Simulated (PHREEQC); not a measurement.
A made-up water analysis in mg/L, 25 °C, pH 8.45, pe 9.9:

| constituent | mg/L |
|---|---|
| Na | 12.9 |
| K | 7.98 |
| Ca | 18.8 |
| Mg | 7.75 |
| Cl | 2.91 |
| S(6) as SO4 | 67.1 |
| Alkalinity as HCO3 | 51.6 |
| O(0) (dissolved oxygen) | 0.0206 |
| Si as SiO2 | 0.153 |

Valence states are taken as typed.

Equilibrium calculation in PHREEQC: ion-association model, wateq4f.dat.

```
Item                           Result
--------------------  ---------------
ionic strength        0.00356 mol/kgw
charge-balance error            0.4 %
```

```json
[
 {"species": "HCO3-", "molality": "0.000796", "activity": "0.000747", "log γ": "-0.028"},
 {"species": "SO4-2", "molality": "0.000638", "activity": "0.000494", "log γ": "-0.111"},
 {"species": "Na+", "molality": "0.000559", "activity": "0.000525", "log γ": "-0.028"},
 {"species": "Ca+2", "molality": "0.000428", "activity": "0.000332", "log γ": "-0.110"},
 {"species": "Mg+2", "molality": "0.000288", "activity": "0.000224", "log γ": "-0.109"},
 {"species": "K+", "molality": "0.000203", "activity": "0.000190", "log γ": "-0.028"},
 {"species": "Cl-", "molality": "8.21e-5", "activity": "7.69e-5", "log γ": "-0.028"},
 {"species": "CaSO4", "molality": "3.27e-5", "activity": "3.27e-5", "log γ": "0.000"},
 {"species": "MgSO4", "molality": "2.60e-5", "activity": "2.60e-5", "log γ": "0.000"},
 {"species": "CO3-2", "molality": "1.27e-5", "activity": "9.87e-6", "log γ": "-0.110"},
 {"species": "CO2", "molality": "5.95e-6", "activity": "5.96e-6", "log γ": "0.000"},
 {"species": "CaCO3", "molality": "5.48e-6", "activity": "5.49e-6", "log γ": "0.000"},
 {"species": "CaHCO3+", "molality": "3.36e-6", "activity": "3.16e-6", "log γ": "-0.027"},
 {"species": "OH-", "molality": "3.01e-6", "activity": "2.82e-6", "log γ": "-0.028"},
 {"species": "H4SiO4", "molality": "2.44e-6", "activity": "2.44e-6", "log γ": "0.000"}
]
```

Precipitation was switched off in this run.
